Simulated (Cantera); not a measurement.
## Ignition delay

Mixture: C2H4 : O2 : N2 : CO2 = 1 : 4.69 : 17.6 : 2 (molar parts), equivalence ratio 0.64, at 19.0 bar, adiabatic and at constant volume. Ignition delay is the time to a rise of 400 K.

Detailed kinetics in Cantera: GRI-Mech 3.0 (53 species, 325 reactions). GRI-Mech 3.0 was tuned for natural gas; its chemistry of ethylene as a main component is partial and can be far from experiment. The pressure lies above the range GRI-Mech 3.0 was tuned for (to about 10 atm).

```json
[
 {"T0 (K)": "1050", "delay (ms)": "24.4"},
 {"T0 (K)": "1100", "delay (ms)": "10.1"},
 {"T0 (K)": "1150", "delay (ms)": "3.71"},
 {"T0 (K)": "1200", "delay (ms)": "1.27"},
 {"T0 (K)": "1250", "delay (ms)": "0.430"},
 {"T0 (K)": "1300", "delay (ms)": "0.153"},
 {"T0 (K)": "1350", "delay (ms)": "0.0584"},
 {"T0 (K)": "1400", "delay (ms)": "0.0237"}
]
```

The apparent activation energy between 1300 and 1400 K is 280 kJ/mol.
